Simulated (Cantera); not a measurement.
## Ta + O2 + H2 (tantalum, niobium, vanadium and zirconium in process gases)

A closed system holds: 1 mol Ta, 0.011 mol O2, 3 mol H2, equilibrated at 3.80 bar.

These are equilibrium values from Cantera (NASA tables, ideal gas, pure condensed phases), not measurements of a reactor. Candidate condensed phases: H2O, Ta, Ta2O5; 12 gas species. Mutual solubility and eutectic melting of coexisting phases are not modelled. Condensed phases not in the tables: N, O or C dissolved in the metal. The numbers say what is thermodynamically allowed, not how fast it happens.

```csv
T (K),log p H2,log p H,log p H2O,log p TaO2,log p TaO,log p OH,n Ta(s),n Ta2O5(s),n Ta2O5(l)
1023,0.58,-8.09,-5.95,<-11,<-11,<-11,0.991,0.00440,0
1223,0.58,-6.23,-4.65,<-11,<-11,<-11,0.991,0.00440,0
1423,0.58,-4.89,-3.73,<-11,<-11,-10.86,0.991,0.00437,0
1623,0.58,-3.87,-3.05,-9.52,-10.21,-8.88,0.991,0.00426,0
1823,0.58,-3.07,-2.53,-7.45,-8.16,-7.34,0.992,0.00393,0
2023,0.58,-2.43,-2.12,-5.81,-6.53,-6.11,0.994,0.00319,0
2223,0.58,-1.91,-1.83,-4.56,-5.24,-5.15,0.996,0,0.00205
2423,0.57,-1.46,-1.61,-3.56,-4.18,-4.37,0.999,0,0.000382
2623,0.57,-1.09,-1.60,-3.06,-3.47,-3.88,0.999,0,0
```
log p: log10 of the partial pressure in bar; n: condensed amount in mol.

From 1023 K to 2023 K the condensed part is Ta(s) + Ta2O5(s). From 2223 K to 2423 K the condensed part is Ta(s) + Ta2O5(l). At 2623 K the condensed part is Ta(s).
